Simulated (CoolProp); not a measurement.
Vapour-liquid equilibrium of R143a (1) + R134a (2) at 8.6 bar; x and y are mole fractions of (1).

Model: multi-fluid Helmholtz-energy mixture model, Lemmon and Jacobsen 2000 and Tillner-Roth 1994; pair parameters Lemmon 2004, in CoolProp.

| x | bubble temperature (K) | y at the bubble point | dew temperature at overall composition x (K) | liquid density (mol/L) |
|---|---|---|---|---|
| 0.05 | 305.7 | 0.078 | 306.2 | 11.51 |
| 0.2 | 301.7 | 0.290 | 303.4 | 11.57 |
| 0.35 | 298.0 | 0.471 | 300.5 | 11.62 |
| 0.5 | 294.4 | 0.625 | 297.3 | 11.66 |
| 0.65 | 291.1 | 0.758 | 293.8 | 11.69 |
| 0.8 | 288.0 | 0.871 | 290.0 | 11.71 |
| 0.95 | 285.1 | 0.970 | 285.7 | 11.72 |

No azeotrope shows between x = 0.05 and 0.95.

Pair parameters are fitted to limited data, so mixtures are less certain than the pure fluids.
